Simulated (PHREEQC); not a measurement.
**Reverse-osmosis reject: speciation**

A made-up water analysis in mmol/kgw, 27 °C, pH 6.26:

```tsv
constituent	mmol/kgw
Na	123
K	0.0142
Ca	6.65
Mg	3.01
Cl	116
S(6)	7.31
Alkalinity (meq/kgw)	7.04
Si	0.104
B	0.0369
```

Cl is adjusted to close the charge balance.
Valence states are taken as typed.

All values are PHREEQC results (Pitzer model, pitzer.dat), not measurements.

```
Property                      Value
--------------------  -------------
ionic strength        0.159 mol/kgw
specific conductance    14700 µS/cm
density                 1.003 g/cm³
osmotic coefficient           0.912
```

```tsv
species	molality	activity	log γ
Na+	0.123	0.0936	-0.119
Cl-	0.121	0.0885	-0.135
SO4-2	0.00731	0.00167	-0.642
HCO3-	0.00704	0.00580	-0.084
CO2	0.00671	0.00687	0.010
Ca+2	0.00665	0.00199	-0.524
Mg+2	0.00301	0.000942	-0.505
H4SiO4	0.000104	0.000106	0.007
B(OH)3	3.68e-5	3.68e-5	-0.001
K+	1.42e-5	1.05e-5	-0.131
CO3-2	2.02e-6	5.03e-7	-0.604
H+	7.11e-7	5.49e-7	-0.112
```

No solid was allowed to form.
